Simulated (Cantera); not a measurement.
A perfectly stirred reactor is fed with 5.89 % CH4, 0.765 % C2H6, 2.53 % C3H8, 18.1 % O2, 67.7 % N2, 5.06 % CO2, equivalence ratio 1.5, at 590000 Pa; it is adiabatic with a 650 K inlet, and is followed from long to short residence time, starting on the burning branch (τ in s: 0.26, 0.089, 0.03, 0.0099, 0.0033, 0.0011, 0.00037, 0.00012, 4.2e-05, 1.4e-05).

Model: GRI-Mech 3.0 (53 species, 325 reactions), integrated in Cantera. GRI-Mech 3.0 was tuned for natural gas; its chemistry of propane as a main component is partial and can be far from experiment.

x: mole fraction; the columns are a selection and need not sum to one.

```tsv
τ (s)	T (K)	x CH4	x C2H6	x C3H8	x H	x O	x CH2CO	x OH
0.26	2095	7.26e-5	1.55e-8	3.20e-8	0.000342	6.27e-7	2.57e-7	0.000128
0.089	2095	0.000174	5.06e-8	9.10e-8	0.000369	7.86e-7	7.31e-7	0.000139
0.030	2095	0.000401	1.82e-7	2.62e-7	[?]	1.08e-6	2.12e-6	0.000153
0.0099	2095	0.000823	6.83e-7	7.63e-7	[?]	1.77e-6	6.09e-6	0.000176
0.0033	2092	0.00141	2.33e-6	2.17e-6	[?]	3.48e-6	1.59e-5	0.000217
0.0011	2081	0.00211	7.24e-6	6.12e-6	[?]	7.65e-6	3.76e-5	0.000279
0.00037	2050	0.00311	2.30e-5	1.80e-5	[?]	1.72e-5	8.56e-5	0.000346
0.00012	1942	0.00640	0.000131	8.20e-5	[?]	3.51e-5	0.000290	0.000305
4.2e-5	650	0.0589	0.00765	0.0253	<1e-12	<1e-12	<1e-12	<1e-12
1.4e-5	650	0.0589	0.00765	0.0253	<1e-12	<1e-12	<1e-12	<1e-12
```

Question: Complete the blanks.

Answer: 
- 0.030, x H: 0.000400
- 0.0099, x H: 0.000446
- 0.0033, x H: 0.000521
- 0.0011, x H: 0.000638
- 0.00037, x H: 0.000773
- 0.00012, x H: 0.000705
